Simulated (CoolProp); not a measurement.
A single-stage vapour-compression cycle with R11: evaporating at 245.15 K (dew point), condensing at 277.15 K (bubble point), superheat 2 K, subcooling 8 K, compressor efficiency 0.75, no pressure losses. Each further row changes one setting.

Computed with CoolProp (reference Helmholtz-energy equation of state, Jacobsen 1992).

```json
[
 {"case": "as stated", "cooling COP": "[?]", "pressure ratio": "4.63", "discharge temperature (K)": "307.4", "refrigerating effect (kJ/kg)": "180", "volumetric capacity (kJ/m³)": "125"},
 {"case": "evaporating temperature 250.15 K", "cooling COP": "6.70", "pressure ratio": "[?]", "discharge temperature (K)": "302.0", "refrigerating effect (kJ/kg)": "183", "volumetric capacity (kJ/m³)": "162"},
 {"case": "condensing temperature 272.15 K", "cooling COP": "6.56", "pressure ratio": "3.75", "discharge temperature (K)": "298.8", "refrigerating effect (kJ/kg)": "184", "volumetric capacity (kJ/m³)": "128"},
 {"case": "subcooling 13 K", "cooling COP": "5.59", "pressure ratio": "4.63", "discharge temperature (K)": "307.4", "refrigerating effect (kJ/kg)": "184", "volumetric capacity (kJ/m³)": "128"},
 {"case": "superheat 12 K", "cooling COP": "5.40", "pressure ratio": "4.63", "discharge temperature (K)": "318.8", "refrigerating effect (kJ/kg)": "[?]", "volumetric capacity (kJ/m³)": "123"},
 {"case": "compressor efficiency 0.65", "cooling COP": "[?]", "pressure ratio": "4.63", "discharge temperature (K)": "316.0", "refrigerating effect (kJ/kg)": "180", "volumetric capacity (kJ/m³)": "125"}
]
```

Q: Complete the blanks.

A: 
- as stated, cooling COP: 5.46
- evaporating temperature 250.15 K, pressure ratio: 3.54
- superheat 12 K, refrigerating effect (kJ/kg): 185
- compressor efficiency 0.65, cooling COP: 4.73
